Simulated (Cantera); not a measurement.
A perfectly stirred reactor is fed with 7.69 % NO, 92.3 % N2, at 0.850 bar; it is held at 1800 K, and followed from long to short residence time.

Detailed kinetics in Cantera: GRI-Mech 3.0 (53 species, 325 reactions).

x: mole fraction; the columns are a selection and need not sum to one.

| τ (s) | x NO | x O2 | x O | x NO2 | x N2O | x N2 |
|---|---|---|---|---|---|---|
| 3.3 | 0.0689 | 0.00397 | 9.29e-6 | 2.39e-5 | 2.03e-6 | 0.927 |
| 1.1 | 0.0741 | 0.00140 | 6.45e-6 | 1.77e-5 | 2.34e-6 | 0.924 |
| 0.38 | 0.0759 | 0.000483 | 5.05e-6 | 1.40e-5 | 2.44e-6 | 0.924 |
| 0.13 | 0.0766 | ___ | ___ | ___ | 2.46e-6 | 0.923 |
| 0.044 | 0.0768 | ___ | ___ | ___ | 2.39e-6 | 0.923 |
| 0.015 | 0.0769 | 1.19e-5 | 3.26e-6 | 8.96e-6 | 2.20e-6 | 0.923 |
| 0.0050 | 0.0769 | 1.61e-6 | 2.02e-6 | 5.32e-6 | 1.76e-6 | 0.923 |
| 0.0017 | 0.0769 | 1.11e-7 | 8.22e-7 | 1.90e-6 | 1.11e-6 | 0.923 |
| 0.00058 | 0.0769 | 8.14e-9 | 3.05e-7 | 5.09e-7 | 5.32e-7 | 0.923 |
| 0.00020 | 0.0769 | 9.66e-10 | 1.31e-7 | 1.21e-7 | 2.13e-7 | 0.923 |

Question: Fill in the missing entries.

Answer: 
- 0.13, x O2: 0.000159
- 0.13, x O: 4.38e-6
- 0.13, x NO2: 1.22e-5
- 0.044, x O2: 4.82e-5
- 0.044, x O: 3.93e-6
- 0.044, x NO2: 1.09e-5
